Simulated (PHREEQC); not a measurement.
Make-up at 20 °C: 0.014 mol NaOH and 0.00096 mol K3PO4 per kg of water. Closed to the air; pH follows from the charge balance.

Model: ion-association model, wateq4f.dat, run in PHREEQC.

```json
{
 "pH": "12.27",
 "ionic_strength": "0.0190 mol/kgw",
 "total_alkalinity": "15.9 meq/kg"
}
```

```json
[
 {"species": "OH-", "molality": "0.0144", "activity": "0.0125", "log γ": "-0.060"},
 {"species": "Na+", "molality": "0.0140", "activity": "0.0123", "log γ": "-0.058"},
 {"species": "K+", "molality": "0.00288", "activity": "0.00251", "log γ": "-0.060"},
 {"species": "PO4-3", "molality": "0.000563", "activity": "0.000173", "log γ": "-0.511"},
 {"species": "HPO4-2", "molality": "0.000389", "activity": "0.000231", "log γ": "-0.227"},
 {"species": "NaHPO4-", "molality": "6.27e-6", "activity": "5.51e-6", "log γ": "-0.056"},
 {"species": "KHPO4-", "molality": "1.28e-6", "activity": "1.13e-6", "log γ": "-0.056"},
 {"species": "H2PO4-", "molality": "2.35e-9", "activity": "2.07e-9", "log γ": "-0.056"}
]
```

No solid was allowed to form. H3PO4, which wateq4f.dat lacks, is added to it with the constant of phreeqc.dat.
